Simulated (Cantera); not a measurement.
Charge: 1 mol (CH₃)₂SiCl₂, 0.28 mol CH₄, 420 mol H₂, at 1402 °C and 10.0 mbar.

Equilibrium computed with Cantera from the NASA thermochemical tables; the gas is ideal and each condensed phase is pure. Candidate condensed phases: C, C₆H₆, C₇H₈, C₈H₁₈, Si, SiC; 109 gas species. The feed counts by its element totals alone. Kinetics and transport are ignored.

Question: What is the equilibrium state?

Answer: 
```json
{
  "x(H₂)": "0.994",
  "x(HCl)": "0.00470",
  "x(H)": "0.00116",
  "x(C₂H₂ (acetylene))": "5.77e-5",
  "x(CH₄)": "1.19e-5",
  "x(Cl)": "4.27e-6",
  "x(SiCl₂)": "1.08e-6",
  "n(C(graphite))": "1.23 mol",
  "n(SiC(s))": "0.999 mol",
  "gas_amount": "424.8 mol",
  "log10 activity of Si(s) (absent)": "-1.87"
}
```
